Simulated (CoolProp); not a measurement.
A simple Rankine cycle with R245fa: condensing at 322.15 K, boiler at 1.29 MPa, turbine inlet 379.1 K, turbine efficiency 0.75, pump efficiency 0.8, no recuperator. Each further row changes one setting.

Computed with CoolProp (reference Helmholtz-energy equation of state, Akasaka 2015).

| case | thermal efficiency (%) | net work (kJ/kg) | heat in (kJ/kg) | turbine exit temperature (K) | volume ratio over the turbine |
|---|---|---|---|---|---|
| as stated | … | 18.3 | 217 | 344.0 | 4.23 |
| turbine inlet 399.1 K | 8.4 | 20.2 | 241 | 366.3 | 4.07 |
| condensing temperature 314.15 K | … | 21.9 | 227 | 338.8 | 5.44 |
| boiler pressure 0.903 MPa | 6.5 | 14.6 | … | 355.7 | 2.79 |
| turbine efficiency 0.65 | … | 15.8 | 217 | 346.5 | 4.27 |

Some entries are withheld; supply them.


- as stated, thermal efficiency (%): 8.5
- condensing temperature 314.15 K, thermal efficiency (%): 9.6
- boiler pressure 0.903 MPa, heat in (kJ/kg): 225
- turbine efficiency 0.65, thermal efficiency (%): 7.3
